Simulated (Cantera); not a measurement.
Feed: 1 mol trisilylamine, 0.76 mol NH₃, 10 mol H₂, held at 133 Pa.

These are equilibrium values from Cantera (NASA tables, ideal gas, pure condensed phases), not measurements of a reactor. Candidate condensed phases: Si, Si₃N₄; 18 gas species. The feed counts by its element totals alone. Mutual solubility and eutectic melting of coexisting phases are not modelled. Gases not in the tables: Si₂H₆ and higher silanes. Rates play no part.

x: gas mole fraction; n: condensed amount in mol.

```
T (K)   x H₂     x N₂       x H      x Si     x SiH    x SiH₂    x Si₂N  n Si(s)  n Si₃N₄(s)  n Si(l)
-----  -----  -------  --------  --------  --------  --------  --------  -------  ----------  -------
1048    1.00  9.56e-8   2.12e-7  1.57e-12  2.61e-12  3.55e-10    <1e-12     1.68       0.440        0
1123   1.000      [?]       [?]       [?]       [?]       [?]    <1e-12     1.68       0.440        0
1198   1.000  2.01e-5   5.21e-6  9.66e-10  5.36e-10   1.14e-8    <1e-12     1.68       0.440        0
1273   1.000      [?]       [?]       [?]       [?]       [?]       [?]     1.68       0.439        0
1348   0.999  0.00126   6.33e-5   1.41e-7   3.32e-8   1.69e-7  5.92e-10     1.71       0.430        0
1423   0.993  0.00718  0.000181   1.15e-6   1.87e-7   5.23e-7   8.77e-9     1.85       0.383        0
1498   0.965   0.0342  0.000462   7.53e-6   8.74e-7   1.41e-6   9.87e-8     2.51       0.163        0
1573   0.946   0.0532   0.00108   4.12e-5   3.53e-6   3.47e-6   5.41e-7     3.00           0        0
1648   0.944   0.0532   0.00237  0.000193   1.26e-5   8.00e-6   2.07e-6     3.00           0        0
1723   0.941   0.0531   0.00485  0.000738   3.76e-5   1.60e-5   6.12e-6        0           0     2.99
```

**Question.** What belongs in the gaps?

**Answer.** 
- 1123, x N₂: 1.66e-6
- 1123, x H: 1.17e-6
- 1123, x Si: 4.83e-11
- 1123, x SiH: 4.48e-11
- 1123, x SiH₂: 2.26e-9
- 1273, x N₂: 0.000180
- 1273, x H: 1.95e-5
- 1273, x Si: 1.35e-8
- 1273, x SiH: 4.77e-9
- 1273, x SiH₂: 4.76e-8
- 1273, x Si₂N: 2.88e-11
